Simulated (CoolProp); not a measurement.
Aqueous magnesium chloride as a coolant, at 23 °C, 1 atm.

Computed with CoolProp (Melinder's fits for secondary coolants).

```csv
mass %,freezing point (°C),viscosity (mPa s),cp (kJ/(kg K)),Prandtl number,conductivity (W/(m K))
1.9,-1.2,(withheld),4.073,7.18,0.598
6.2,-3.9,1.16,3.828,7.52,(withheld)
10.5,-9.0,1.42,3.586,8.75,(withheld)
14.8,(withheld),1.79,3.362,10.6,0.568
19.1,(withheld),2.20,3.159,(withheld),0.556
23.4,-41.4,4.76,2.961,26.0,0.541
27.7,-71.7,123,2.714,645,0.517
```

### Question
What belongs in the gaps?

### Answer

- 1.9, viscosity (mPa s): 1.05
- 6.2, conductivity (W/(m K)): 0.590
- 10.5, conductivity (W/(m K)): 0.580
- 14.8, freezing point (°C): -16.4
- 19.1, freezing point (°C): -26.2
- 19.1, Prandtl number: 12.5
